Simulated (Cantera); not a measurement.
**Thermodynamics of chemical vapour transport, feed Al + Cl2 + O2 + HCl**

Charge: 1 mol Al, 1.3 mol Cl2, 1.4 mol O2, 1.2 mol HCl, at 1.00 bar.

These are equilibrium values from Cantera (NASA tables, ideal gas, pure condensed phases), not measurements of a reactor. Candidate condensed phases: Al, AlCl3, Al2O3, H2O; 29 gas species. The numbers say what is thermodynamically allowed, not how fast it happens.

From 1348 K to 1698 K the condensed part is Al2O3(s). The main Al-bearing gas is AlCl3 throughout.

```tsv
T (K)	x Cl2	x HCl	x O2	x Cl	x H2O	x AlCl3	x ClO	x OH	n Al2O3(s)
1348	0.413	0.365	0.202	0.0121	0.00774	3.99e-5	0.000165	4.94e-6	0.500
1398	0.408	0.366	0.202	0.0179	0.00652	8.52e-5	0.000227	7.63e-6	0.500
1448	0.401	0.366	0.201	0.0257	0.00556	0.000172	0.000304	1.14e-5	0.500
1498	0.392	0.365	0.201	0.0361	0.00478	0.000327	0.000399	1.66e-5	0.499
1548	0.382	0.364	0.200	0.0494	0.00417	0.000590	0.000511	2.36e-5	0.499
1598	0.369	0.362	0.198	0.0659	0.00367	0.00101	0.000642	3.29e-5	0.498
1648	0.353	0.358	0.197	0.0861	0.00327	0.00166	0.000790	4.50e-5	0.497
1698	0.334	0.354	0.195	0.110	0.00295	0.00257	0.000953	6.05e-5	0.496
```
x: gas mole fraction; n: condensed amount in mol.
